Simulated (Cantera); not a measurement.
A diamond (100) surface in a fixed gas of H2 with x(CH4) = 0.0021, x(H) = 0.0055, x(CH3) = 0.00012, at 1200 K; coverages are run to steady state.

Detailed kinetics in Cantera: the Harris–Goodwin 1993 mechanism for the reconstructed diamond (100) surface.

θ: site fractions in the mechanism's names (c6HH fully hydrogenated, c6H* and c6*H radical sites, c6** diradical, c6HM methylated).

```csv
P (Pa),growth (µm/h),θ c6HH,θ c6H*,θ c6*H,θ c6**,θ c6HM
1100,0.206,0.442,0.0383,0.490,0.0293,0.000464
1500,?,0.442,0.0383,0.490,0.0292,?
2200,?,0.441,0.0383,0.489,0.0292,?
3000,0.975,0.441,0.0383,0.489,0.0292,0.00111
4300,1.72,0.441,0.0382,0.489,0.0292,0.00146
6000,2.90,0.441,0.0382,0.489,0.0292,0.00184
8400,4.84,0.440,0.0382,0.488,0.0292,0.00227
12000,8.16,0.440,0.0382,0.488,0.0292,0.00276
```

Fill in the missing entries.


- 1500, growth (µm/h): 0.329
- 1500, θ c6HM: 0.000614
- 2200, growth (µm/h): 0.597
- 2200, θ c6HM: 0.000856
